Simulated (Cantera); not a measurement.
A closed system holds: 1 mol MgO, 6.7 mol NF3, equilibrated at 1402 °C and 6.70 Pa.

Equilibrium computed with Cantera from the NASA thermochemical tables; the gas is ideal and each condensed phase is pure. Candidate condensed phases: Mg, MgF2, MgO; 24 gas species. Rates play no part.

Base state: F 0.788, N2 0.146, MgF2 0.0436, O2 0.0213, O 0.000609, NO 0.000361 (mole fractions); condensed: gas only.

**Question.** What changes in the equilibrium state with this change: temperature from 1402 °C to 952 °C?

**Answer.** 
```tsv
species	before	after
F	0.788	0.824
N2	0.146	0.152
O2	0.0213	0.0227
MgF2	0.0436	0.000976
O	0.000609	7.75e-7
F2	1.38e-6	0.000122
NO	0.000361	3.41e-5
MgF2(s), mol	0	0.979
```
